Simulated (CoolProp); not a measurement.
A single-stage vapour-compression cycle with R134a: evaporating at 278.15 K (dew point), condensing at 306.15 K (bubble point), superheat 0 K, subcooling 0 K, compressor efficiency 0.9, no pressure losses. Each further row changes one setting.

Computed with CoolProp (reference Helmholtz-energy equation of state, Tillner-Roth 1994).

```tsv
case	cooling COP	pressure ratio	discharge temperature (K)	refrigerating effect (kJ/kg)	volumetric capacity (kJ/m³)
as stated	[?]	2.40	311.2	155	2660
evaporating temperature 283.15 K	[?]	2.02	[?]	[?]	3200
condensing temperature 301.15 K	[?]	2.08	[?]	163	2790
subcooling 5 K	8.07	2.40	311.2	163	2790
superheat 10 K	7.74	2.40	[?]	165	2680
compressor efficiency 0.8	[?]	2.40	313.6	155	2660
```

Question: Some entries are withheld; supply them.

Answer: 
- as stated, cooling COP: 7.71
- evaporating temperature 283.15 K, cooling COP: 9.76
- evaporating temperature 283.15 K, discharge temperature (K): 310.1
- evaporating temperature 283.15 K, refrigerating effect (kJ/kg): 158
- condensing temperature 301.15 K, cooling COP: 9.66
- condensing temperature 301.15 K, discharge temperature (K): 305.5
- superheat 10 K, discharge temperature (K): 321.0
- compressor efficiency 0.8, cooling COP: 6.85
